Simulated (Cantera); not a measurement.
Source: NASA polynomial tables (part measured, part estimated), evaluated in Cantera. Values are per mole of reaction as written; species without (g) are pure solids or liquids, kept so even where they would boil at 1 bar.

Problem. Between 350 and 850 K, where is each reaction favourable under standard conditions?
- 2 MgS + SO2(g) = 3 S + 2 MgO

Solution. 
- 2 MgS + SO2(g) = 3 S + 2 MgO: ΔG° is -145 kJ at 350 K and -67 kJ at 850 K; it stays negative (K > 1). ΔH° is -183 kJ and ΔS° -137 J/K at 850 K.
